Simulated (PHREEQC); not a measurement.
Dissolve 0.014 mol HNO3 and 1.6e-06 mol CaSO4 per kg of water at 25 °C. Closed to the air; pH follows from the charge balance.

Equilibrium calculation in PHREEQC: ion-association model, phreeqc.dat.

Each row changes one thing in this solution. No solid was allowed to form.

| case | pH | SO4-2 (mol/kgw) | HSO4- (mol/kgw) | SI of Gypsum (CaSO4:2H2O) |
|---|---|---|---|---|
| as made | 1.90 | 8.57e-7 | 7.43e-7 | -7.69 |
| temperature from 25 to 20 °C | 1.90 | 8.98e-7 | 7.02e-7 | -7.66 |
| HNO3 left out | 7.00 | 1.60e-6 | 1.55e-11 | -7.02 |
| HNO3 from 0.014 to 0.007 mol/kgw | 2.19 | 1.08e-6 | 5.23e-7 | -7.48 |
| diluted 2-fold with water | 2.19 | 5.38e-7 | 2.62e-7 | -8.08 |
| temperature from 25 to 50 °C | 1.90 | 6.30e-7 | 9.70e-7 | -7.80 |
| CaSO4 from 1.6e-06 to 3.2e-07 mol/kgw | 1.90 | 1.71e-7 | 1.49e-7 | -9.08 |

Away from 25 °C the constants follow the database's enthalpies or fits; those with neither stay at their 25 °C values.
